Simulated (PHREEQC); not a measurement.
Metal-bearing waste water: speciation

Make-up at 25 °C: 4.2 mmol/kgw ZnSO4 and 2 mmol/kgw HCl. Closed to the air; pH follows from the charge balance.

The numbers come from PHREEQC with the ion-association model, phreeqc.dat.

Each row changes one thing in this solution. This is a speciation only: nothing precipitates in the calculation.

| case | pH | ionic strength (mol/kgw) | SO4-2 (mol/kgw) | HSO4- (mol/kgw) |
|---|---|---|---|---|
| as made | 2.82 | 0.0145 | 0.00297 | 0.000309 |
| 0.00084 mol/kgw NaCl added | 2.82 | ___ | 0.00298 | 0.000307 |
| ZnSO4 replaced by Li2SO4 at the same molality | ___ | 0.0137 | 0.00374 | ___ |
| HCl replaced by PbCl2 at the same molality | ___ | ___ | 0.00270 | 7.03e-7 |
| diluted 10-fold with water | 3.73 | 0.00177 | 0.000389 | 6.11e-6 |

Fill in the missing entries.


- 0.00084 mol/kgw NaCl added, ionic strength (mol/kgw): 0.0154
- ZnSO4 replaced by Li2SO4 at the same molality, pH: 2.83
- ZnSO4 replaced by Li2SO4 at the same molality, HSO4- (mol/kgw): 0.000377
- HCl replaced by PbCl2 at the same molality, pH: 5.41
- HCl replaced by PbCl2 at the same molality, ionic strength (mol/kgw): 0.0166

Some of these states are supersaturated (in Anglesite, for instance).
